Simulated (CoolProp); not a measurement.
Vapour-liquid equilibrium of R113 (1) + n-heptane (2) at 314.1 K; x and y are mole fractions of (1).

Values from CoolProp's multi-fluid Helmholtz-energy mixture model, Marx 1992 and Span 2003; pair parameters Bell 2016.

| x | bubble pressure (MPa) | y at the bubble point | dew pressure at overall composition x (MPa) | liquid density (mol/L) |
|---|---|---|---|---|
| 0.05 | 0.01746 | 0.297 | 0.01345 | 6.707 |
| 0.15 | 0.02625 | 0.577 | 0.01483 | 6.834 |
| 0.25 | 0.03437 | 0.711 | 0.01652 | 6.964 |
| 0.35 | 0.04178 | 0.789 | 0.01864 | 7.099 |
| 0.45 | 0.04853 | 0.841 | 0.02137 | 7.239 |
| 0.55 | 0.05476 | 0.880 | 0.02503 | 7.385 |
| 0.65 | 0.06062 | 0.911 | 0.03015 | 7.537 |
| 0.75 | 0.06629 | 0.938 | 0.03777 | 7.697 |
| 0.85 | 0.07196 | 0.963 | 0.04987 | 7.865 |
| 0.95 | 0.07782 | 0.987 | 0.06908 | 8.043 |

No azeotrope shows between x = 0.05 and 0.95.

The pair parameters rest on a limited set of measurements; away from them the model extrapolates.
